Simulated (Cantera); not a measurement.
Cantera run:

```python
import numpy as np
import cantera as ct

gas_names = """
    F FO FO2 F2 F2O H HF HOF HO2 H2 H2F2 H2O H2O2 H3F3 H4F4 H5F5 H6F6 H7F7 O OH O2 O3
""".split()
cond_names = """
    H2O(s) H2O(L)
""".split()


def load(file, names, dense=False):
    # The tables refer to 1 bar. Condensed volumes are neglected.
    table = {s.name: s for s in ct.Species.list_from_file(file)}
    out = []
    for n in names:
        d = dict(table[n].input_data)
        d["thermo"] = dict(d["thermo"], **{"reference-pressure": 1e5})
        if dense:
            d["equation-of-state"] = {"model": "constant-volume", "density": "1e6 g/cm^3"}
        out.append(ct.Species.from_dict(d))
    return out


gas = ct.Solution(thermo="ideal-gas", species=load("nasa_gas.yaml", gas_names))
cond = {s.name: ct.Solution(thermo="fixed-stoichiometry", species=[s], name=s.name)
        for s in load("nasa_condensed.yaml", cond_names, dense=True)}
atoms = {
    'HF': {'H': 1, 'F': 1},
    'O2': {'O': 2},
}
top_T = {}  # K; cautious upper limits of use, not melting points


def equilibrate(T, P, feed):
    n = {}
    for name, mol in feed.items():
        for a, k in atoms[name].items():
            n[a] = n.get(a, 0.0) + k * mol
    gas.TPX = T, P, n
    mass = sum(n.values()) * gas.mean_molecular_weight
    gas.equilibrate("TP")
    valid = [c for c in cond.values() if c.min_temp <= T <= top_T.get(c.name, c.max_temp)]
    mix = ct.Mixture([(gas, mass / gas.mean_molecular_weight)] + [(c, 0.0) for c in valid])
    mix.T, mix.P = T, P
    mix.equilibrate("TP", solver="vcs", rtol=1e-11, max_steps=5000)
    return mix


results = []
feed = {'HF': 1, 'O2': 0.26}  # mol
T = 700  # K
P = 12000  # Pa
mix = equilibrate(T, P, feed)
results.append((T, P, feed, dict(zip(mix.species_names, mix.species_moles))))
x = sorted(zip(gas.X, gas.species_names), reverse=True)
print(f"T = {T:g} K  P = {P:g} Pa  gas = {mix.phase_moles(0):.4g} mol")
print("   x: " + "  ".join(f"{s} {v:.3e}" for v, s in x if v > 0.0001))
print("   condensed (mol): " + ("  ".join(f"{mix.phase(i).name} {mix.phase_moles(i):.4g}"
      for i in range(1, mix.n_phases) if mix.phase_moles(i) > 1e-12) or "none"))
```

It prints:

```
T = 700 K  P = 12000 Pa  gas = 1.26 mol
   x: HF 7.936e-01  O2 2.064e-01
   condensed (mol): none
```

Method: chemical equilibrium by Gibbs-energy minimisation in Cantera with the NASA 1993 tables (ideal gas, pure condensed phases).
